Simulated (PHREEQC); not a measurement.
0.26 g of hydrous ferric oxide (600 m²/g; 0.2 weak and 0.005 strong sites per Fe, Dzombak-Morel constants, diffuse double layer) in 1 kg of water with 0.001 mol/kgw of an inert sodium salt and 0.00027 mol/kgw CuCl2, at 25 °C; the pH is set by adding NaOH or the inert anion's acid. Oxygen is held at 0.21 atm. No CO2 enters from the air. Nothing may precipitate in this run.

Base run: PHREEQC, ion-association model, wateq4f.dat. Each further column changes one thing. The table gives Cu sorbed (%).

| pH | base | background salt from 0.001 to 0.0001 mol/kgw | oxide from 0.26 to 1.3 g/kgw |
|---|---|---|---|
| 4 | 1.8 | 1.6 | 8.6 |
| 4.67 | 9.2 | 8.6 | 37.2 |
| 6 | 70.2 | 68.0 | 98.5 |
| 6.67 | 89.7 | 88.3 | 99.9 |
| 7.33 | 93.3 | 92.5 | 100.0 |
| 8.67 | 91.8 | 91.6 | 100.0 |
| 9.33 | 91.2 | 91.2 | 100.0 |
| 10 | 90.6 | 90.8 | 100.0 |
| 11.33 | 85.7 | 86.4 | 99.9 |
| 12 | 70.8 | 71.5 | 99.4 |

In at least one series the solution becomes supersaturated in solids that the run did not let form, among them Cu(OH)2. The database's constant for dissolved Cu(OH)2 is higher than later reviews accept.
